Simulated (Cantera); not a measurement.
Feed: 1 mol SiC, 0.28 mol H2O, 64 mol N2, held at 1225 °C and 0.630 Pa.

These are equilibrium values from Cantera (NASA tables, ideal gas, pure condensed phases), not measurements of a reactor. Candidate condensed phases: C, C6H6, C7H8, C8H18, H2O, Si, SiC, SiO2, Si2N2O, Si3N4; 151 gas species. The numbers say what is thermodynamically allowed, not how fast it happens.

Base state: N2 0.991, H2 0.00411, CO 0.00229, SiO 0.00204, H 0.000440, Si 0.000248 (mole fractions); condensed: SiC(s).

**Question.** What changes in the equilibrium state with this change: temperature from 1225 °C to 800 °C?

**Answer.** 
```csv
species,before,after
N2,0.991,0.996
H2,0.00411,0.00437
CO,0.00229,3.04e-5
SiO,0.00204,4.81e-9
Si,0.000248,<1e-9
H,0.000440,3.70e-7
"SiC(s), mol",0.852,0.444
"C(graphite), mol",0,0.554
"Si2N2O(s), mol",0,0.278
```
N2 is the only nitrogen source here; it is nearly inert below about 1500 K, so the nitride shown seldom forms there in practice. Mutual solubility and eutectic melting of coexisting phases are not modelled.

**Question.** What changes in the equilibrium state with this change: temperature from 1225 °C to 1827 °C?

**Answer.** 
```tsv
species	before	after
N2	0.991	0.971
Si	0.000248	0.0142
H	0.000440	0.00826
SiC2	<1e-9	0.000918
CN	1.61e-9	0.000768
C3	<1e-9	4.58e-5
C	<1e-9	3.76e-5
SiO	0.00204	4.26e-7
SiC(s), mol	0.852	0
C(graphite), mol	0	0.526
```
